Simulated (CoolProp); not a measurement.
A Linde-Hampson liquefier for dry air: isothermal reversible compression at 290 K from 1 atm to 10 MPa, throttling to 1 atm, return gas leaving the recuperator 5 K below the feed. Each further row changes one setting.

Model: reference Helmholtz-energy equation of state, Lemmon 2000, in CoolProp. It is a pseudo-pure fit of the blend.

```json
[
 {"case": "as stated", "liquid yield per pass": "0.041", "compression work (kJ/kg of gas)": "380"},
 {"case": "high pressure 20 MPa", "liquid yield per pass": "0.078", "compression work (kJ/kg of gas)": "438"},
 {"case": "warm-end temperature 320 K", "liquid yield per pass": "0.028", "compression work (kJ/kg of gas)": "421"},
 {"case": "warm-end gap 10 K", "liquid yield per pass": "0.029", "compression work (kJ/kg of gas)": "380"}
]
```
